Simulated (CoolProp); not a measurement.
n-perfluorobutane along the isobar 5380 kPa: fugacity coefficient from the reference equation and from simpler models built on Tc = 386.3 K, pc = 2322 kPa, ω = 0.372; each cubic takes its own stable root.

The numbers come from the reference Helmholtz-energy equation of state, Gao 2022 in CoolProp.

```
T (K)   phase  reference  van der Waals  Soave-Redlich-Kwong
-----  ------  ---------  -------------  -------------------
197.5  liquid  0.0003478        0.02613            0.0003813
209.1  liquid  0.0008910        0.03616            0.0009485
220.7  liquid   0.002016        0.04829             0.002104
232.3  liquid   0.004112        0.06257             0.004236
244    liquid   0.007725        0.07915             0.007898
255.6  liquid    0.01340        0.09770              0.01365
267.2  liquid    0.02183         0.1183              0.02220
278.9  liquid    0.03378         0.1409              0.03439
290.5  liquid    0.04968         0.1652              0.05066
302.1  liquid    0.07012         0.1910              0.07167
313.7  liquid    0.09545         0.2182              0.09782
```
